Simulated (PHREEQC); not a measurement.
A made-up water analysis in mmol/kgw, 75 °C, pH 3.44, pe 10:

```
constituent  mmol/kgw
-----------  --------
Na               85.6
K                2.54
Ca               3.62
Mg               11.9
Cl               29.2
S(6)             45.9
P                0.05
Si               0.18
Cu(2)           0.389
```

Valence states are taken as typed.

All values are PHREEQC results (ion-association model, wateq4f.dat), not measurements.

This is a speciation only: nothing precipitates in the calculation.

Q: Order these Ca species by the share of Ca that they hold, largest first: CaHSO4+, CaSO4, Ca+2.

A: Ca+2 (54 %), CaSO4 (46 %), CaHSO4+ (0.32 %)

The pH is 3.44 and the ionic strength 0.130 mol/kgw. Complexes and solids missing from the database can't appear. H3PO4, which wateq4f.dat lacks, is added to it with the constant of phreeqc.dat. At this temperature some constants are extrapolated from 25 °C, and those without enthalpy data are left unchanged. The database has no phosphate complexes of Cu.
